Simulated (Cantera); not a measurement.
Cantera with NASA thermochemical tables; ideal gases at 1 bar, condensed phases pure. Values are per mole of reaction as written; species without (g) are pure solids or liquids, kept so even where they would boil at 1 bar. ZrN: taken at fixed stoichiometry.

Question: Between 300 and 2448 K, where is each reaction favourable under standard conditions?
- N(g) + ZrO₂(g) = 2 O(g) + ZrN

Answer: 
- N(g) + ZrO₂(g) = 2 O(g) + ZrN: ΔG° is -34 kJ at 300 K and 55 kJ at 2448 K; it changes sign between 300 and 2198 K. ΔH° is -10 kJ and ΔS° -26 J/K at 2448 K.
